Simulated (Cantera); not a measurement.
A closed system holds: 1 mol HgO, 41 mol H₂, held at 1573.15 K and 1.10 mbar.

Cantera equilibrium calculation (NASA polynomials, part measured and part estimated; ideal gas, pure solids and liquids). Candidate condensed phases: H₂O, Hg, HgO; 10 gas species. Kinetics and transport are ignored.

Base state: H₂ 0.951, Hg 0.0238, H₂O 0.0238, H 0.00120 (mole fractions); condensed: gas only.

Task: What changes in the equilibrium state with this change: HgO replaced by Fe(CO)₅?

Result: 
| species | before | after |
|---|---|---|
| H₂ | 0.951 | 0.890 |
| CO | 0 | 0.109 |
| H | 0.00120 | 0.00116 |
| Hg | 0.0238 | 0 |
| H₂O | 0.0238 | 8.31e-7 |
| Fe | 0 | 0.000599 |
| Fe(γ), mol | 0 | 0.972 |
Further candidate phases: C, C₆H₆, C₇H₈, C₈H₁₈, Fe, Fe(CO)₅, FeO, Fe(OH)₂, Fe(OH)₃, Fe₂O₃, Fe₃O₄.
